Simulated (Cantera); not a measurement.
# Equilibrium for silicon carbide growth: SiCl4 + CH4 + H2

Charge: 1 mol SiCl4, 0.92 mol CH4, 13 mol H2, at 2148.15 K.

Method: chemical equilibrium by Gibbs-energy minimisation in Cantera with the NASA 1993 tables (ideal gas, pure condensed phases). Candidate condensed phases: C, C6H6, C7H8, C8H18, Si, SiC; 109 gas species. The tables' values for SiCl, SiCl3 are old estimates; treat these amounts as uncertain. Gases not in the tables: Si2H6 and higher silanes. Kinetics and transport are ignored.

| P (Pa) | x H2 | x HCl | x H | x Cl | x Si | x SiCl2 | n C(graphite) | n SiC(s) |
|---|---|---|---|---|---|---|---|---|
| 100 | 0.661 | 0.176 | 0.107 | 0.0209 | 0.0201 | 0.00872 | 0.439 | 0.357 |
| 240 | 0.702 | 0.190 | 0.0714 | 0.0141 | 0.00838 | 0.00956 | 0.216 | 0.625 |
| 560 | 0.727 | 0.199 | 0.0475 | 0.00951 | 0.00359 | 0.0101 | 0.127 | 0.731 |
| 1300 | 0.743 | 0.205 | 0.0315 | 0.00635 | 0.00155 | 0.0104 | 0.0896 | 0.776 |
| 3200 | 0.754 | 0.208 | 0.0202 | 0.00409 | 0.000628 | 0.0107 | 0.0724 | 0.796 |
| 7500 | 0.760 | 0.211 | 0.0133 | 0.00269 | 0.000268 | 0.0108 | 0.0655 | 0.804 |
| 18000 | 0.765 | 0.212 | 0.00860 | 0.00174 | 0.000112 | 0.0109 | 0.0625 | 0.807 |
| 42000 | 0.767 | 0.213 | 0.00564 | 0.00114 | 4.79e-5 | 0.0110 | 0.0614 | 0.807 |
| 100000 | 0.769 | 0.213 | 0.00366 | 0.000742 | 2.01e-5 | 0.0110 | 0.0607 | 0.806 |
x: gas mole fraction; n: condensed amount in mol.

From 0.750 Torr to 750 Torr the condensed part is C(graphite) + SiC(s). The main Si-bearing gas is Si at 0.750 Torr and SiCl2 at 750 Torr.
